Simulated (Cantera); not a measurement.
A perfectly stirred reactor is fed with CH₄ : CO₂ : H₂ = 1 : 1.7 : 1 (molar parts), at 6.20 bar; it is held at 1425 K, and followed from long to short residence time.

Detailed kinetics in Cantera: GRI-Mech 3.0 (53 species, 325 reactions).

**Question.** What does this change do: CO2 1.7 to 2.9 parts?

**Answer.** 
```csv
quantity,before,after
x(CH₄) at τ = 28.0 s,0.131,0.0747
x(CO₂) at τ = 28.0 s,0.142,0.233
x(H₂) at τ = 28.0 s,0.199,0.136
x(C₂H₄) at τ = 28.0 s,0.0102,0.00652
x(O) at τ = 28.0 s,<1e-12,<1e-12
x(CH₄) at τ = 0.380 s,0.229,0.170
x(CO₂) at τ = 0.380 s,0.346,0.475
x(H₂) at τ = 0.380 s,0.205,0.135
x(C₂H₄) at τ = 0.380 s,0.00773,0.00531
x(O) at τ = 0.380 s,<1e-12,<1e-12
```

**Question.** What does this change do: temperature 1425 to 1375 K?

**Answer.** 
```tsv
quantity	before	after
x(CH₄) at τ = 28.0 s	0.131	0.169
x(CO₂) at τ = 28.0 s	0.142	0.190
x(H₂) at τ = 28.0 s	0.199	0.154
x(C₂H₄) at τ = 28.0 s	0.0102	0.0140
x(O) at τ = 28.0 s	<1e-12	<1e-12
x(CH₄) at τ = 0.380 s	0.229	0.257
x(CO₂) at τ = 0.380 s	0.346	0.407
x(H₂) at τ = 0.380 s	0.205	0.232
x(C₂H₄) at τ = 0.380 s	0.00773	0.00345
x(O) at τ = 0.380 s	<1e-12	<1e-12
```
